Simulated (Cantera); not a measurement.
What does this Cantera script print?

```python
import numpy as np
import cantera as ct

gas_names = """
    H HNO HNO2 HNO3 HO2 H2 H2O H2O2 N NH NH2 NH3 NH2OH NO NO2 NO3 N2 N2H2 N2H4 N2O O OH O2 O3
""".split()
cond_names = """
    H2O(s) H2O(L)
""".split()


def load(file, names, dense=False):
    # The tables refer to 1 bar. Condensed volumes are neglected.
    table = {s.name: s for s in ct.Species.list_from_file(file)}
    out = []
    for n in names:
        d = dict(table[n].input_data)
        d["thermo"] = dict(d["thermo"], **{"reference-pressure": 1e5})
        if dense:
            d["equation-of-state"] = {"model": "constant-volume", "density": "1e6 g/cm^3"}
        out.append(ct.Species.from_dict(d))
    return out


gas = ct.Solution(thermo="ideal-gas", species=load("nasa_gas.yaml", gas_names))
cond = {s.name: ct.Solution(thermo="fixed-stoichiometry", species=[s], name=s.name)
        for s in load("nasa_condensed.yaml", cond_names, dense=True)}
atoms = {
    'NH3': {'N': 1, 'H': 3},
    'O2': {'O': 2},
}
top_T = {}  # K; cautious upper limits of use, not melting points


def equilibrate(T, P, feed):
    n = {}
    for name, mol in feed.items():
        for a, k in atoms[name].items():
            n[a] = n.get(a, 0.0) + k * mol
    gas.TPX = T, P, n
    mass = sum(n.values()) * gas.mean_molecular_weight
    gas.equilibrate("TP")
    valid = [c for c in cond.values() if c.min_temp <= T <= top_T.get(c.name, c.max_temp)]
    mix = ct.Mixture([(gas, mass / gas.mean_molecular_weight)] + [(c, 0.0) for c in valid])
    mix.T, mix.P = T, P
    mix.equilibrate("TP", solver="vcs", rtol=1e-11, max_steps=5000)
    return mix


results = []
T = 2525  # K
P = 1000  # Pa
for m in [0.085, 0.14, 0.23, 0.38, 0.62, 1, 1.7, 2.8]:
    feed = {'NH3': 1, 'O2': m}  # mol
    mix = equilibrate(T, P, feed)
    results.append((T, P, feed, dict(zip(mix.species_names, mix.species_moles))))

top = {s: max(r[3][s] / sum(r[3][g] for g in gas_names) for r in results) for s in gas_names}
cols = sorted((s for s in top if top[s] > 0.001), key=lambda s: -top[s])[:8]
seen = [c for c in cond_names if any(r[3].get(c, 0) > 1e-12 for r in results)]
print("log10 of partial pressures in bar; condensed amounts in mol")
print(f"{'n(O2)':>10s}" + "".join(f"{s[:9]:>10s}" for s in cols + seen))
for T, P, feed, n in results:
    ng = sum(n[g] for g in gas_names)
    print(f"{feed['O2']:10.4g}" + "".join(f"{np.log10(max(n[s] / ng * P / 1e5, 1e-99)):10.3f}" for s in cols)
          + "".join(f"{n.get(c, 0):10.4g}" for c in seen))
```

Result:

```
log10 of partial pressures in bar; condensed amounts in mol
     n(O2)        H2       H2O        O2        N2         H         O        OH        NO
     0.085    -2.300    -3.164    -6.077    -2.650    -2.702    -4.824    -4.238    -5.592
      0.14    -2.337    -2.951    -5.575    -2.650    -2.721    -4.573    -4.006    -5.341
      0.23    -2.404    -2.742    -5.023    -2.650    -2.754    -4.298    -3.763    -5.066
      0.38    -2.535    -2.543    -4.364    -2.653    -2.820    -3.968    -3.499    -4.737
      0.62    -2.782    -2.405    -3.593    -2.672    -2.943    -3.582    -3.237    -4.361
         1    -3.080    -2.396    -2.979    -2.733    -3.092    -3.276    -3.080    -4.085
       1.7    -3.360    -2.490    -2.607    -2.848    -3.233    -3.089    -3.033    -3.956
       2.8    -3.599    -2.630    -2.409    -2.988    -3.352    -2.990    -3.054    -3.927
```

Method: chemical equilibrium by Gibbs-energy minimisation in Cantera with the NASA 1993 tables (ideal gas, pure condensed phases).
